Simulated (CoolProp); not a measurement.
Values from CoolProp's reference Helmholtz-energy equation of state, Lemmon 2005. It is a short technical equation, of lower accuracy than the large ones.

Q: Give the vapour pressure (kPa), liquid density (kg/m³), vapour density (kg/m³), enthalpy of vaporisation (kJ/kg) of saturated isobutene at -20.15 °C.

A: 
```csv
T (°C),p (kPa),liquid density (kg/m³),vapour density (kg/m³),enthalpy of vaporisation (kJ/kg)
-20.15,58.7,641,1.61,404
```
